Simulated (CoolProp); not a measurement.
C3F8 (R218) along the isobar 8530 kPa: fugacity coefficient from the reference equation and from simpler models built on Tc = 71.9 °C, pc = 2640 kPa, ω = 0.317; each cubic takes its own stable root.

Computed with CoolProp (reference Helmholtz-energy equation of state, Lemmon 2006). It is a short technical equation, of lower accuracy than the large ones.

| T (°C) | phase | reference |
|---|---|---|
| -80.65 | liquid | 0.001632 |
| -69.15 | liquid | 0.003507 |
| -57.65 | liquid | 0.006814 |
| -46.15 | liquid | 0.01217 |
| -34.55 | liquid | 0.02033 |
| -23.05 | liquid | 0.03182 |
| -11.55 | liquid | 0.04729 |
| -0.05 | liquid | 0.06719 |
| 11.45 | liquid | 0.09180 |
| 22.95 | liquid | 0.1212 |
| 34.45 | liquid | 0.1552 |
| 45.95 | liquid | 0.1936 |
| 57.55 | liquid | 0.2360 |
| 69.05 | liquid | 0.2811 |
| 80.55 | supercritical | 0.3283 |
| 92.05 | supercritical | 0.3767 |

**Question.** How far does each simpler model (van der Waals, Redlich-Kwong, Soave-Redlich-Kwong) lie from the reference over these 16 states: mean and median of the absolute difference, and the worst?

**Answer.** 
- van der Waals: mean 416.8 %, median 138.9 %, worst +2300.1 % at -80.65 °C and 8530 kPa
- Redlich-Kwong: mean 63.2 %, median 40.5 %, worst +213.7 % at -80.65 °C and 8530 kPa
- Soave-Redlich-Kwong: mean 3.9 %, median 4.1 %, worst +5.1 % at 69.05 °C and 8530 kPa
